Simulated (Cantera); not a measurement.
**NiS + H2 + N2 (hydrogen reduction and annealing atmospheres)**

Charge: 1 mol NiS, a varied amount of H2, 0.65 mol N2, held at 1000 °C and 28.0 Pa.

These are equilibrium values from Cantera (NASA tables, ideal gas, pure condensed phases), not measurements of a reactor. Candidate condensed phases: Ni, NiS, NiS2, Ni3S2, Ni3S4, S; 17 gas species. Metal and sulfide melt together well below either melting point, which pure phases cannot show. Mutual solubility and eutectic melting of coexisting phases are not modelled. Gases not in the tables: S3 to S7. Kinetics and transport are ignored.

From 3.6 mol H2 to 28 mol H2 the condensed part is Ni3S2(l). From 42 mol H2 to 63 mol H2 the condensed part is Ni(s) + Ni3S2(l). From 96 mol H2 to 220 mol H2 the condensed part is Ni(s). The main Ni-bearing gas is NiS at 3.6 mol H2 and Ni at 220 mol H2.

| n(H2) (mol) | x H2 | x N2 | x H2S | x S2 | x SH | x H | x S | n Ni3S2(l) | n Ni(s) |
|---|---|---|---|---|---|---|---|---|---|
| 3.6 | 0.798 | 0.149 | 0.0275 | 0.0241 | 0.000777 | 3.81e-5 | 1.70e-5 | 0.333 | 0 |
| 5.5 | 0.857 | 0.104 | 0.0231 | 0.0148 | 0.000631 | 3.95e-5 | 1.33e-5 | 0.333 | 0 |
| 8.2 | 0.899 | 0.0728 | 0.0189 | 0.00896 | 0.000502 | 4.04e-5 | 1.04e-5 | 0.333 | 0 |
| 12 | 0.928 | 0.0511 | 0.0151 | 0.00536 | 0.000395 | 4.11e-5 | 8.02e-6 | 0.333 | 0 |
| 19 | 0.953 | 0.0330 | 0.0111 | 0.00276 | 0.000287 | 4.16e-5 | 5.75e-6 | 0.333 | 0 |
| 28 | 0.967 | 0.0227 | 0.00836 | 0.00152 | 0.000215 | 4.19e-5 | 4.26e-6 | 0.333 | 0 |
| 42 | 0.975 | 0.0152 | 0.00820 | 0.00144 | 0.000209 | 4.21e-5 | 4.15e-6 | 0.259 | 0.223 |
| 63 | 0.980 | 0.0102 | 0.00824 | 0.00144 | 0.000210 | 4.22e-5 | 4.15e-6 | 0.139 | 0.583 |
| 96 | 0.984 | 0.00672 | 0.00767 | 0.00123 | 0.000195 | 4.23e-5 | 3.84e-6 | 0 | 1.000 |
| 140 | 0.989 | 0.00462 | 0.00564 | 0.000660 | 0.000143 | 4.24e-5 | 2.81e-6 | 0 | 1.000 |
| 220 | 0.993 | 0.00294 | 0.00383 | 0.000302 | 9.69e-5 | 4.25e-5 | 1.90e-6 | 0 | 1.000 |
x: gas mole fraction; n: condensed amount in mol.
